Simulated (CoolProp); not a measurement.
The numbers come from the reference Helmholtz-energy equation of state, Lemmon 2006 in CoolProp. It is a short technical equation, of lower accuracy than the large ones.

Q: Give the vapour pressure (bar), vapour density (kg/m³), enthalpy of vaporisation (kJ/kg), liquid cp (kJ/(kg K)) of saturated carbonyl sulfide at 229.1, 239.9 K.

A: 
```json
[
 {"T (K)": "229.1", "p (bar)": "1.33", "vapour density (kg/m³)": "4.36", "enthalpy of vaporisation (kJ/kg)": "305", "liquid cp (kJ/(kg K))": "1.19"},
 {"T (K)": "239.9", "p (bar)": "2.09", "vapour density (kg/m³)": "6.60", "enthalpy of vaporisation (kJ/kg)": "297", "liquid cp (kJ/(kg K))": "1.20"}
]
```
